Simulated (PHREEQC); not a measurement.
Consider water at 25 °C with 88 mmol/kgw NiCl2 and 54 mmol/kgw KCl. Closed to the air; pH follows from the charge balance.

Equilibrium calculation in PHREEQC: ion-association model, wateq4f.dat.

```json
[
 {"quantity": "pH", "before": "5.75", "after": "6.49"},
 {"quantity": "ionic strength (mol/kgw)", "before": "0.285", "after": "0.00317"},
 {"quantity": "Cl- (mol/kgw)", "before": "0.212", "after": "0.00230"},
 {"quantity": "Ni+2 (mol/kgw)", "before": "0.0735", "after": "0.000876"},
 {"quantity": "NiCl+ (mol/kgw)", "before": "0.0106", "after": "3.95e-6"},
 {"quantity": "NiCl2 (mol/kgw)", "before": "0.00384", "after": "2.91e-8"},
 {"quantity": "SI of Ni(OH)2 (Ni(OH)2)", "before": "-0.97", "after": "-0.99"}
]
```

Q: Which change was made?
(A) NiCl2 from 0.088 to 0.0968 mol/kgw
(B) NiCl2 from 0.088 to 0.044 mol/kgw
(C) diluted 100-fold with water

A: C, diluted 100-fold with water

No solid was allowed to form.
